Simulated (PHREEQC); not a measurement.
Acid mine or pickling water (model solution)

A made-up water analysis in mmol/kgw, 67 °C, pH 2.04:

```
constituent  mmol/kgw
-----------  --------
Na               45.8
K                4.33
Ca               0.43
Mg                 24
Cl               8.44
S(6)             54.5
Br               1.07
Mn(2)           0.241
```

Valence states are taken as typed.

Model: Pitzer model, pitzer.dat, run in PHREEQC.

Each row changes one thing in this solution. Precipitation was switched off in this run.

```
case                                               ionic strength (mol/kgw)  SO4-2 (mol/kgw)  HSO4- (mol/kgw)  MgOH+ (mol/kgw)  SI of Gypsum (CaSO4:2H2O)  SI of Halite (NaCl)
-------------------------------------------------  ------------------------  ---------------  ---------------  ---------------  -------------------------  -------------------
as made                                                               0.157           0.0295           0.0250         3.40e-11                      -1.53                -5.30
all concentrations times 4 at the same typed pH                       0.659            0.151           0.0674         9.67e-11                      -0.87                -4.22
temperature from 67 to 55 °C at the same typed pH                     0.163           0.0338           0.0207         1.50e-11                      -1.52                -5.30
Mn(2) from 0.241 to 0.482 mmol/kgw                                    0.157           0.0295           0.0250         3.39e-11                      -1.54                -5.30
```

At this temperature some constants are extrapolated from 25 °C, and those without enthalpy data are left unchanged.
